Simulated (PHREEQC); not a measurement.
A made-up water analysis in mmol/kgw, 25 °C, pH 7.07, pe 0.3:

| constituent | mmol/kgw |
|---|---|
| Na | 0.28 |
| K | 0.0251 |
| Ca | 0.162 |
| Mg | 1.68 |
| Cl | 0.529 |
| S(6) | 0.186 |
| Alkalinity (meq/kgw) | 0.805 |
| N(-3) | 0.00126 |

Valence states are taken as typed.

All values are PHREEQC results (ion-association model, phreeqc.dat), not measurements.

| Quantity | Value |
|---|---|
| ionic strength | 0.00471 mol/kgw |
| specific conductance | 282 µS/cm |
| charge-balance error | 41.3 % |

| species | molality | activity | log γ |
|---|---|---|---|
| Mg+2 | 0.00164 | 0.00123 | -0.124 |
| HCO3- | 0.000790 | 0.000735 | -0.031 |
| Cl- | 0.000529 | 0.000491 | -0.032 |
| Na+ | 0.000280 | 0.000260 | -0.032 |
| Ca+2 | 0.000158 | 0.000119 | -0.125 |
| SO4-2 | 0.000151 | 0.000113 | -0.126 |
| CO2 | 0.000141 | 0.000141 | 0.000 |
| MgSO4 | 3.25e-5 | 3.26e-5 | 0.000 |
| K+ | 2.51e-5 | 2.33e-5 | -0.032 |

Precipitation was switched off in this run.
